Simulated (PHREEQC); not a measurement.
# Metal-bearing waste water: speciation

Consider water at 25 °C with 5.1e-05 mol/kgw CdCl2, 2e-05 mol/kgw CaCl2 and 0.0092 mol/kgw NaH2PO4. Closed to the air; pH follows from the charge balance.

The numbers come from PHREEQC with the ion-association model, wateq4f.dat.

No solid was allowed to form.

### Question
Predict the pH.

### Answer
pH 4.74.

### Question
In which forms is Ca present?

### Answer
Ca+2 86 %, CaH2PO4+ 14 %, CaHPO4 0.9 % of the Ca.

Species that the database lacks are ignored. H3PO4, which wateq4f.dat lacks, is added to it with the constant of phreeqc.dat. The database has no phosphate complexes of Cd.
